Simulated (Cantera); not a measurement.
An adiabatic, constant-pressure homogeneous reactor starts with 14.5 % CO, 3.64 % H2, 12.1 % O2, 58.2 % N2, 11.5 % H2O, equivalence ratio 0.75, at 1425 K and 1.20 bar.

Cantera simulation using GRI-Mech 3.0 (53 species, 325 reactions); the numbers are that mechanism's predictions, not measurements.

Q: Predict: time of steepest temperature rise; temperature at 2.00 s; equilibrium temperature; x(CO) at 2.00 s; x(H2) at 2.00 s; x(O2) at 2.00 s; x(H) at 2.00 s; x(NO) at 2.00 s.

A: 
```json
{
  "time_of_steepest_temperature_rise": "36.5 µs",
  "temperature at 2.00 s": "2477 K",
  "equilibrium_temperature": "2477 K",
  "x(CO) at 2.00 s": "0.0210 (gas-phase equilibrium 0.0210)",
  "x(H2) at 2.00 s": "0.00388 (gas-phase equilibrium 0.00388)",
  "x(O2) at 2.00 s": "0.0376 (gas-phase equilibrium 0.0376)",
  "x(H) at 2.00 s": "0.00130 (gas-phase equilibrium 0.00130)",
  "x(NO) at 2.00 s": "0.00834 (gas-phase equilibrium 0.00834)"
}
```
